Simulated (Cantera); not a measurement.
## Ignition delay

Mixture: 15.3 % CH₄, 19.1 % O₂, 61.1 % N₂, 4.58 % H₂, equivalence ratio 1.7, at 2.70 bar, adiabatic and at constant pressure. Ignition delay is the time to a rise of 400 K.

Cantera simulation using GRI-Mech 3.0 (53 species, 325 reactions); the numbers are that mechanism's predictions, not measurements.

```csv
T0 (K),delay (ms)
1273,1.30
1373,0.559
1473,0.249
1573,0.118
1673,0.0600
1773,0.0330
```

```
Item                                                     Value
--------------------------------------------------  ----------
apparent activation energy between 1573 and 1773 K  150 kJ/mol
```
